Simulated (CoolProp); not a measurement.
Vapour-liquid equilibrium of n-decane (1) + n-dodecane (2) at 340.8 K; x and y are mole fractions of (1).

Computed with CoolProp (multi-fluid Helmholtz-energy mixture model, Lemmon 2006 and Lemmon 2004; pair parameters Bell 2016).

### Question
Give the bubble pressure and the first vapour's composition at x = 0.05, 0.2, 0.65. Is there an azeotrope?

### Answer
x = 0.05: 0.0004558 MPa, y = 0.244; x = 0.2: 0.0007442 MPa, y = 0.611; x = 0.65: 0.001611 MPa, y = 0.921. No azeotrope shows between x = 0.05 and 0.95.

Pair parameters are fitted to limited data, so mixtures are less certain than the pure fluids. The gap from Raoult's law changes sign with composition, which may be real or a fault of the pair parameters; it wasn't checked against measurements.
